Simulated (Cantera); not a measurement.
Transport properties of process gases

Gas mixture: N₂O : H₂O = 0.16 : 0.17 (molar parts), at 3.06 atm, frozen composition.

Cantera's kinetic-theory transport with the Lennard-Jones parameters of GRI-Mech 3.0, ideal gas; thermal conductivity in the mixture-averaged form. Polar gases are described roughly by these parameters. The composition is frozen, though it would react at the higher temperatures.

```
T (K)  ρ (kg/m³)  cp (J/kg/K)  μ (µPa s)  λ (mW/m/K)     Pr  D (cm²/s) N₂  D (cm²/s) H  D (cm²/s) H₂
-----  ---------  -----------  ---------  ----------  -----  ------------  -----------  ------------
400         2.85         1253       17.4        30.9  0.706         0.104        0.630         0.407
550         2.08         1350       23.4        45.0  0.702         0.185         1.13         0.708
700         1.63         1433       29.0        59.7  0.696         0.283         1.74          1.07
850         1.34         1505       34.3        74.7  0.690         0.396         2.44          1.48
1000        1.14         1569       39.2        89.8  0.685         0.523         3.24          1.95
1150       0.993         1623       43.9         105  0.679         0.663         4.11          2.47
1300       0.878         1672       48.3         120  0.675         0.816         5.06          3.03
1450       0.787         1716       52.6         134  0.672         0.981         6.09          3.63
```
D: mixture-averaged diffusion coefficient of that species in the mixture.
